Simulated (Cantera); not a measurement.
Cantera run, input and output.

```python
import numpy as np
import cantera as ct

gas = ct.Solution("gri30.yaml")
gas.TPX = 1900, 2500, {'NO': 1, 'N2': 0.17}
inlet = ct.Reservoir(gas, clone=True)

reactor = ct.IdealGasConstPressureReactor(gas, energy="off", clone=False)
exhaust = ct.Reservoir(gas, clone=True)
tau = [27, 9.6, 3.5, 1.2, 0.45, 0.16, 0.058, 0.021, 0.0076, 0.0027][0]
for a, b in ((inlet, reactor), (reactor, exhaust)):
    ct.MassFlowController(a, b, mdot=lambda t: reactor.mass / tau)
net = ct.ReactorNet([reactor])
show = ['NO', 'NO2', 'N2', 'O', 'O2', 'N2O']

rows = []
print(f"{'tau/s':>10s}{'T/K':>9s}" + "".join(f"{s:>11s}" for s in show))
for tau in [27, 9.6, 3.5, 1.2, 0.45, 0.16, 0.058, 0.021, 0.0076, 0.0027]:
    net.initial_time = 0.0
    net.advance(30 * tau)
    before = gas.X
    net.advance(40 * tau)
    drift = np.max(np.abs(gas.X - before) / (gas.X + 1e-9))
    rows.append([gas.T, *gas[show].X, drift])
    print(f"{tau:10.3e}{gas.T:9.1f}" + "".join(f"{x:11.3e}" for x in gas[show].X))
```

Output:

```
     tau/s      T/K         NO        NO2         N2          O         O2        N2O
 2.700e+01   1900.0  3.691e-01  1.265e-04  3.878e-01  9.630e-04  2.420e-01  3.505e-05
 9.600e+00   1900.0  5.908e-01  1.464e-04  2.769e-01  7.441e-04  1.313e-01  9.898e-05
 3.500e+00   1900.0  7.456e-01  1.169e-04  1.995e-01  5.327e-04  5.402e-02  1.744e-04
 1.200e+00   1900.0  8.177e-01  7.799e-05  1.635e-01  3.878e-04  1.810e-02  2.240e-04
 4.500e-01   1900.0  8.412e-01  5.699e-05  1.518e-01  3.185e-04  6.401e-03  2.381e-04
 1.600e-01   1900.0  8.500e-01  4.566e-05  1.474e-01  2.732e-04  2.038e-03  2.262e-04
 5.800e-02   1900.0  8.531e-01  3.743e-05  1.459e-01  2.232e-04  5.751e-04  1.855e-04
 2.100e-02   1900.0  8.541e-01  2.580e-05  1.454e-01  1.486e-04  1.166e-04  1.207e-04
 7.600e-03   1900.0  8.545e-01  1.093e-05  1.453e-01  6.999e-05  1.449e-05  6.024e-05
 2.700e-03   1900.0  8.546e-01  2.519e-06  1.453e-01  2.593e-05  1.497e-06  2.459e-05
```

Cantera simulation using GRI-Mech 3.0 (53 species, 325 reactions); the numbers are that mechanism's predictions, not measurements. Radical loss at walls, strong at low pressure, is not modelled.
